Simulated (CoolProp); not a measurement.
Vapour-liquid equilibrium of n-octane (1) + o-xylene (2) at 124.55 °C; x and y are mole fractions of (1).

Computed with CoolProp (multi-fluid Helmholtz-energy mixture model, Beckmüller 2019 and Zhou 2012; pair parameters Bell 2016).

```
x     bubble pressure (bar)  y at the bubble point  dew pressure at overall composition x (bar)  liquid density (mol/L)
----  ---------------------  ---------------------  -------------------------------------------  ----------------------
0.05                 0.6057                  0.087                                       0.5952                   7.297
0.15                 0.6523                  0.237                                       0.6246                   7.049
0.25                 0.6965                  0.366                                       0.6564                   6.813
0.35                 0.7386                  0.477                                       0.6909                   6.588
0.45                 0.7789                  0.576                                       0.7280                   6.374
0.55                 0.8180                  0.666                                       0.7680                   6.170
0.65                 0.8559                  0.748                                       0.8109                   5.976
0.75                 0.8929                  0.825                                       0.8566                   5.790
0.85                 0.9292                  0.898                                       0.9052                   5.612
0.95                 0.9651                  0.967                                       0.9563                   5.442
```

No azeotrope shows between x = 0.05 and 0.95.

The pair parameters rest on a limited set of measurements; away from them the model extrapolates.
